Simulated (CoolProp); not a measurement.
Vapour-liquid equilibrium of carbon dioxide (1) + R142b (2) at 269.8 K; x and y are mole fractions of (1).

Model: multi-fluid Helmholtz-energy mixture model, Span 1996 and Lemmon 2006; pair parameters Bell 2016, in CoolProp.

```csv
x,"bubble pressure, mixture model (bar)","bubble pressure, Raoult's law (bar)","y, mixture model","y, Raoult's law"
0.05,2.420,2.802,0.483,0.568
0.15,5.021,5.861,0.764,0.815
0.25,7.892,8.920,0.858,0.893
0.35,10.89,11.98,0.904,0.931
0.45,13.90,15.04,0.931,0.953
0.55,16.88,18.10,0.948,0.968
0.65,19.85,21.15,0.962,0.979
0.75,22.89,24.21,0.973,0.987
0.85,26.14,27.27,0.983,0.993
0.95,29.80,30.33,0.994,0.998
```

The largest gap from Raoult's law is -14.3 % in bubble pressure, at x = 0.15. No azeotrope shows between x = 0.05 and 0.95.

Pair parameters are fitted to limited data, so mixtures are less certain than the pure fluids.
